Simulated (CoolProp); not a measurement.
Vapour pressure (MPa) of diethyl ether: the reference equation beside estimates from Tc = 467.9 K, pc = 3.717 MPa, ω = 0.282.

Computed with CoolProp (reference Helmholtz-energy equation of state, Thol 2014).

```
T (K)  reference  Lee-Kesler  van der Waals  Redlich-Kwong  Peng-Robinson
-----  ---------  ----------  -------------  -------------  -------------
279.3    0.03280     0.03196         0.3135        0.07210        0.03306
291.4    0.05484     0.05374         0.3991         0.1114        0.05486
303.5    0.08737     0.08606         0.4993         0.1650        0.08694
315.6     0.1335      0.1321         0.6150         0.2358         0.1324
327.7     0.1967      0.1954         0.7471         0.3265         0.1946
339.7     0.2799      0.2789         0.8953         0.4390         0.2768
351.8     0.3886      0.3880          1.063         0.5780         0.3845
363.9     0.5264      0.5264          1.249         0.7453         0.5215
```

Absolute difference from the reference over all 8 rows, mean and median: Lee-Kesler 1.0 and 0.9 %, van der Waals 390.8 and 320.2 %, Redlich-Kwong 75.2 and 71.3 %, Peng-Robinson 0.8 and 0.9 %.
